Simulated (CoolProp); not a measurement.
R1336mzz(E) along the isotherm 115.35 °C: density (kg/m³) from the reference equation and from simpler models built on Tc = 130.4 °C, pc = 2.779 MPa, ω = 0.413; each cubic takes its own stable root.

Values from CoolProp's reference Helmholtz-energy equation of state, Akasaka 2023.

```tsv
p (MPa)	phase	reference	van der Waals	Redlich-Kwong	Peng-Robinson
0.278	gas	14.74	14.61	14.69	14.77
0.556	gas	30.95	30.33	30.70	31.05
0.834	gas	49.02	47.45	48.38	49.25
1.11	gas	69.43	66.22	68.08	69.86
1.39	gas	93.77	87.70	91.09	94.43
1.67	gas	123.9	112.8	118.7	124.8
1.95	gas	165.9	143.8	154.6	166.5
2.22	liquid	902.5	185.7	208.9	790.8
2.5	liquid	921.3	526.2	681.4	818.1
2.78	liquid	936.6	556.0	709.2	840.1
3.06	liquid	949.6	576.2	731.1	858.9
3.33	liquid	960.7	591.4	748.8	874.9
3.61	liquid	970.9	604.5	764.8	889.7
3.89	liquid	980.2	615.8	779.0	903.1
4.17	liquid	988.7	625.7	791.9	915.4
```

At some of these states van der Waals, Redlich-Kwong gives the other phase, because its saturation line lies elsewhere.
